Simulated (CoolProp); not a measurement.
Model: reference Helmholtz-energy equation of state, Platzer 1990, in CoolProp. This equation is an older, rougher fit; its heat capacities, sound speeds and derivatives of the liquid may be far off and weren't checked against measurements.

Question: Give the vapour pressure (MPa), liquid density (kg/m³), vapour density (kg/m³) of saturated R114 at 39.25, 46.95, 70.25 °C.

Answer: 
```
T (°C)  p (MPa)  liquid density (kg/m³)  vapour density (kg/m³)
------  -------  ----------------------  ----------------------
39.25     0.331                    1410                    24.1
46.95     0.411                    1380                    29.7
70.25     0.744                    1300                    53.9
```
